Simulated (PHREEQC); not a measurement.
Make-up at 25 °C: 1.9 mmol/kgw LiOH and 0.032 mmol/kgw K2CO3. Closed to the air; pH follows from the charge balance.

Equilibrium calculation in PHREEQC: ion-association model, phreeqc.dat.

No solid was allowed to form.

### Question
Estimate the pH, specific conductance.

### Answer
pH 11.25; specific conductance 443 µS/cm.

### Question
In which forms is C present?

### Answer
CO3-2 91 %, HCO3- 9.3 % of the C.
